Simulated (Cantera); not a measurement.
A closed system holds: 1 mol B2O3, 84 mol H2, 9.7 mol N2, held at 0.0825 Torr.

These are equilibrium values from Cantera (NASA tables, ideal gas, pure condensed phases), not measurements of a reactor. Candidate condensed phases: B, BN, B2O3, B3O3H3, H2O; 39 gas species. Equilibrium is a limit: real reactors are often held back by kinetics, nucleation or transport. All values below are at 2373 K.

Base state: H 0.664, H2 0.248, N2 0.0674, BO 0.0130, H2O 0.00275, O 0.00235, OH 0.00131, HBO 0.000457 (mole fractions); condensed: gas only.

Question: What changes in the equilibrium state with this change: pressure from 0.0825 Torr to 750 Torr?

Answer: 
```tsv
species	before	after
H2	0.248	0.860
N2	0.0674	0.102
H	0.664	0.0130
HBO	0.000457	0.0124
BO	0.0130	0.00198
O	0.00235	1.41e-7
O2	1.08e-5	<1e-9
B2O2	1.43e-6	0.000306
```

Question: What changes in the equilibrium state with this change: B2O3 replaced by BF3?

Answer: 
```
species   before    after
-------  -------  -------
H          0.664    0.663
H2         0.248    0.248
N2        0.0674   0.0677
HF             0   0.0139
BO        0.0130        0
BF             0  0.00687
H2O      0.00275        0
O        0.00235        0
```
The tables' values for BF2 are old estimates; treat these amounts as uncertain.
